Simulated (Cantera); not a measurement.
Feed: 1 mol CH₃SiH₃, 0.096 mol C₂H₂, 31 mol H₂, equilibrated at 66.0 mbar.

Equilibrium computed with Cantera from the NASA thermochemical tables; the gas is ideal and each condensed phase is pure. Candidate condensed phases: C, C₆H₆, C₇H₈, C₈H₁₈, Si, SiC; 87 gas species. The feed counts by its element totals alone. Gases not in the tables: Si₂H₆ and higher silanes. Kinetics and transport are ignored.

Problem. What share of the Si ends up in condensed phases as a function of T (°C), at 1600, 1650, 1700, 1750, 1800, 1850, 1900, 1950?

Solution. 
```tsv
T (°C)	Si condensed (%)	as
1600	100.0	SiC(s)
1650	99.9	SiC(s)
1700	99.9	SiC(s)
1750	99.8	SiC(s)
1800	99.5	SiC(s)
1850	99.0	SiC(s)
1900	98.0	SiC(s)
1950	96.2	SiC(s)
```
